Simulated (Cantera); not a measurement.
A freely propagating, adiabatic, planar premixed flame of 9.25 % CH4, 19.1 % O2, 71.7 % N2, unburnt at 525 K and 203 Torr; mixture-averaged transport, grid criteria slope 0.08 and curve 0.16, no radiation.

Cantera simulation using GRI-Mech 3.0 (53 species, 325 reactions); the numbers are that mechanism's predictions, not measurements. Burning velocities carry a grid error of a few per cent, more on coarse grids.

Task: Predict: laminar burning velocity; thermal thickness; peak x(CH3); peak x(HCO); peak x(HO2).

Result: 
```
Item                         Value
------------------------  --------
laminar burning velocity  133 cm/s
thermal thickness          1.08 mm
peak x(CH3)                0.00312
peak x(HCO)                8.54e-5
peak x(HO2)               0.000157
```
